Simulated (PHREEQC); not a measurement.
# Alkaline etch or developer (model solution)

Dissolve 31 mmol/kgw KOH and 0.072 mmol/kgw NaAlO2 at 25 °C. Closed to the air; pH follows from the charge balance.

The numbers come from PHREEQC with the ion-association model, phreeqc.dat.

Precipitation was switched off in this run.

Q: What pH, specific conductance does the model give?

A: pH 12.41; specific conductance 7510 µS/cm.

Species that the database lacks are ignored.
